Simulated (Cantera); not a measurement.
A Cantera script and what it prints.

```python
import numpy as np
import cantera as ct

gas_names = """
    C CH CH2 CH3 CH2OH CH3O CH4 CH3OH CO COS CO2 COOH CS CS2 C2 C2H CHCO,ketyl C2H2,acetylene
    C2H2,vinylidene CH2CO,ketene C2H3,vinyl CH3CO,acetyl C2H4 C2H4O,ethylen CH3CHO,ethanal CH3COOH
    (HCOOH)2 C2H5 C2H6 CH3OCH3 C2H5OH C2O C3 C3H3,propargyl C3H4,allene C3H4,propyne C3H4,cyclo-
    C3H5,allyl C3H6,propylene C3H6,cyclo- C3H6O C3H7,n-propyl C3H7,i-propyl C3H8 C3H8O,1propanol
    C3H8O,2propanol C3O2 C4 C4H2 C4H4,1,3-cyclo- C4H6,butadiene C4H6,2-butyne C4H6,cyclo- C4H8,1-butene
    C4H8,cis2-buten C4H8,tr2-butene C4H8,isobutene C4H8,cyclo- (CH3COOH)2 C4H9,n-butyl C4H9,i-butyl
    C4H9,s-butyl C4H9,t-butyl C4H10,isobutane C4H10,n-butane C5 C5H6,1,3cyclo- C5H8,cyclo-
    C5H10,1-pentene C5H10,cyclo- C5H11,pentyl C5H11,t-pentyl C5H12,n-pentane C5H12,i-pentane
    CH3C(CH3)2CH3 C6H2 C6H5,phenyl C6H5O,phenoxy C6H6 C6H5OH,phenol C6H10,cyclo- C6H12,1-hexene
    C6H12,cyclo- C6H13,n-hexyl C7H7,benzyl C7H8 C7H8O,cresol C7H14,1-heptene C7H15,n-heptyl
    C7H16,n-heptane C8H8,styrene C8H10,ethylbenz C8H16,1-octene C8H17,n-octyl C8H18,isooctane
    C8H18,n-octane C9H19,n-nonyl C10H8,naphthale C10H21,n-decyl C12H9,o-bipheny C12H10,bipheny H HCO HO2
    H2 HCHO,formaldehy HCOOH H2O H2O2 H2S H2SO4 O OH O2 O3 S SH SO SO2 SO3 S2 S2O S8
""".split()
cond_names = """
    C(gr) C6H6(L) C7H8(L) C8H18(L),n-octa H2O(s) H2O(L) H2SO4(L) S(cr1) S(cr2) S(L)
""".split()


def load(file, names, dense=False):
    # The tables refer to 1 bar. Condensed volumes are neglected.
    table = {s.name: s for s in ct.Species.list_from_file(file)}
    out = []
    for n in names:
        d = dict(table[n].input_data)
        d["thermo"] = dict(d["thermo"], **{"reference-pressure": 1e5})
        if dense:
            d["equation-of-state"] = {"model": "constant-volume", "density": "1e6 g/cm^3"}
        out.append(ct.Species.from_dict(d))
    return out


gas = ct.Solution(thermo="ideal-gas", species=load("nasa_gas.yaml", gas_names))
cond = {s.name: ct.Solution(thermo="fixed-stoichiometry", species=[s], name=s.name)
        for s in load("nasa_condensed.yaml", cond_names, dense=True)}
atoms = {
    'CS2': {'C': 1, 'S': 2},
    'SO2': {'S': 1, 'O': 2},
    'H2': {'H': 2},
}
top_T = {'C(gr)': 4500}  # K; cautious upper limits of use, not melting points


def equilibrate(T, P, feed):
    n = {}
    for name, mol in feed.items():
        for a, k in atoms[name].items():
            n[a] = n.get(a, 0.0) + k * mol
    gas.TPX = T, P, n
    mass = sum(n.values()) * gas.mean_molecular_weight
    gas.equilibrate("TP")
    valid = [c for c in cond.values() if c.min_temp <= T <= top_T.get(c.name, c.max_temp)]
    mix = ct.Mixture([(gas, mass / gas.mean_molecular_weight)] + [(c, 0.0) for c in valid])
    mix.T, mix.P = T, P
    mix.equilibrate("TP", solver="vcs", rtol=1e-11, max_steps=5000)
    return mix


results = []
feed = {'CS2': 1, 'SO2': 0.016, 'H2': 3.2}  # mol
P = 1800000  # Pa
for T in [1225, 1425, 1625, 1825, 2025, 2225, 2425]:
    mix = equilibrate(T, P, feed)
    results.append((T, P, feed, dict(zip(mix.species_names, mix.species_moles))))
    x = sorted(zip(gas.X, gas.species_names), reverse=True)
    print(f"T = {T:g} K  P = {P:g} Pa  gas = {mix.phase_moles(0):.4g} mol")
    print("   x: " + "  ".join(f"{s} {v:.3e}" for v, s in x if v > 0.001))
    print("   condensed (mol): " + ("  ".join(f"{mix.phase(i).name} {mix.phase_moles(i):.4g}"
          for i in range(1, mix.n_phases) if mix.phase_moles(i) > 1e-12) or "none"))
```

Output:

```
T = 1225 K  P = 1.8e+06 Pa  gas = 3.16 mol
   x: H2S 6.289e-01  H2 3.309e-01  CH4 2.587e-02  CO 8.567e-03  CS2 3.635e-03  H2O 1.003e-03
   condensed (mol): C(gr) 0.8779
T = 1425 K  P = 1.8e+06 Pa  gas = 3.283 mol
   x: H2S 5.616e-01  H2 3.920e-01  CS2 2.181e-02  CH4 1.042e-02  CO 9.120e-03  S2 4.020e-03
   condensed (mol): C(gr) 0.8628
T = 1625 K  P = 1.8e+06 Pa  gas = 3.451 mol
   x: H2 4.692e-01  H2S 4.454e-01  CS2 5.663e-02  S2 1.160e-02  CO 8.928e-03  CH4 5.827e-03  SH 1.889e-03
   condensed (mol): C(gr) 0.7519
T = 1825 K  P = 1.8e+06 Pa  gas = 3.634 mol
   x: H2 5.436e-01  H2S 3.266e-01  CS2 9.070e-02  S2 2.023e-02  CO 8.602e-03  SH 4.896e-03  CH4 3.771e-03  CS 1.084e-03
   condensed (mol): C(gr) 0.6197
T = 2025 K  P = 1.8e+06 Pa  gas = 3.799 mol
   x: H2 5.992e-01  H2S 2.323e-01  CS2 1.144e-01  S2 2.739e-02  SH 9.674e-03  CO 8.297e-03  CS 4.927e-03  CH4 2.569e-03
   condensed (mol): C(gr) 0.5005
T = 2225 K  P = 1.8e+06 Pa  gas = 3.945 mol
   x: H2 6.334e-01  H2S 1.635e-01  CS2 1.255e-01  S2 3.193e-02  CS 1.613e-02  SH 1.592e-02  CO 8.028e-03  C2H2,acetylene 1.858e-03  CH4 1.800e-03  H 1.215e-03
   condensed (mol): C(gr) 0.3868
T = 2425 K  P = 1.8e+06 Pa  gas = 4.095 mol
   x: H2 6.467e-01  CS2 1.235e-01  H2S 1.137e-01  CS 4.118e-02  S2 3.314e-02  SH 2.274e-02  CO 7.758e-03  C2H2,acetylene 5.049e-03  H 3.392e-03  S 1.359e-03  CH4 1.280e-03
   condensed (mol): C(gr) 0.2457
```

Method: chemical equilibrium by Gibbs-energy minimisation in Cantera with the NASA 1993 tables (ideal gas, pure condensed phases). Gases not in the tables: S3 to S7.
